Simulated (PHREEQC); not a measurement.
A column of 0.5 m (40 cells, dispersivity 0.018 m, 3600 s a shift, diffusion coefficient 3e-10 m²/s) holds 0.027 eq of the database's cation exchanger X per kg of pore water, first in equilibrium with 0.024 mol/kgw MgSO4 and 1e-05 mol/kgw HCl. It is flushed with 28 mmol/kgw Na2SO4, 4.2 mmol/kgw KBr and 0.01 mmol/kgw HCl, at 25 °C. Values are for the last cell. CO2 from the air is kept out. No solid was allowed to form.

Base run: PHREEQC, ion-association model, phreeqc.dat. Each further column changes one thing. The table gives Na in solution (mol/kgw).

```csv
pore volumes,base,exchange capacity from 0.027 to 0.013 eq/kgw,dispersivity from 0.018 to 0.036 m
0,0,0,0
0.3125,1.48e-8,4.30e-8,1.29e-5
0.7125,0.00323,0.00479,0.00776
1.012,0.0198,0.0250,0.0234
1.312,0.0364,0.0419,0.0363
1.712,0.0471,0.0508,0.0457
2.013,0.0504,0.0531,0.0492
2.312,0.0521,0.0542,0.0513
2.712,0.0534,0.0549,0.0528
3.013,0.0539,0.0552,0.0535
```
